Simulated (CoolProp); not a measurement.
A Linde-Hampson liquefier for CF4 (R14): isothermal reversible compression at 250 K from 1 atm to 25 MPa, throttling to 1 atm, return gas leaving the recuperator 0 K below the feed. Each further row changes one setting.

The numbers come from the reference Helmholtz-energy equation of state, Platzer 1990 in CoolProp. This equation is an older, rougher fit; its heat capacities, sound speeds and derivatives of the liquid may be far off and weren't checked against measurements.

| case | liquid yield per pass | compression work (kJ/kg of gas) |
|---|---|---|
| as stated | … | 104 |
| high pressure 50 MPa | … | … |
| warm-end temperature 280 K | … | 126 |
| warm-end gap 5 K | 0.428 | 104 |

Task: Complete the blanks.

Result: 
- as stated, liquid yield per pass: 0.437
- high pressure 50 MPa, liquid yield per pass: 0.414
- high pressure 50 MPa, compression work (kJ/kg of gas): 124
- warm-end temperature 280 K, liquid yield per pass: 0.341
